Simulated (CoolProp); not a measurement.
A closed Brayton cycle with carbon dioxide: compressor inlet 315.15 K and 9.1 MPa, high pressure 24.6 MPa, turbine inlet 895 K, compressor efficiency 0.8, turbine efficiency 0.93, recuperator effectiveness 0.8 (on enthalpy, no pinch check). Each further row changes one setting.

Computed with CoolProp (reference Helmholtz-energy equation of state, Span 1996).

| case | thermal efficiency (%) | net work (kJ/kg) | compressor to turbine work | compressor exit (K) | turbine exit (K) |
|---|---|---|---|---|---|
| as stated | 31.8 | 111 | 0.25 | 369.6 | 765.7 |
| turbine inlet 845 K | 31.0 | 102 | 0.26 | 369.6 | 720.3 |
| compressor inlet 325.15 K | 30.9 | 97.4 | 0.34 | 403.5 | 765.7 |
| high pressure 20.9 MPa | 29.3 | 96.3 | 0.23 | 360.2 | 786.2 |
| recuperator effectiveness 0.5 | 22.7 | 111 | 0.25 | 369.6 | 765.7 |
